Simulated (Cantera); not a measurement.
Input: 1 mol SiCl₄, 0.063 mol O₂, 13 mol N₂, at 1.05 Torr.

Method: chemical equilibrium by Gibbs-energy minimisation in Cantera with the NASA 1993 tables (ideal gas, pure condensed phases). Candidate condensed phases: Si, SiO₂, Si₂N₂O, Si₃N₄; 23 gas species. Equilibrium is a limit: real reactors are often held back by kinetics, nucleation or transport.

Problem. At 1098 K, list the 4 most abundant gas species with their mole fractions, and the condensed phases.

Solution. N₂ 0.923, SiCl₄ 0.0665, Cl₂ 0.00726, Cl 0.00337. Condensed: SiO₂(β-quartz).
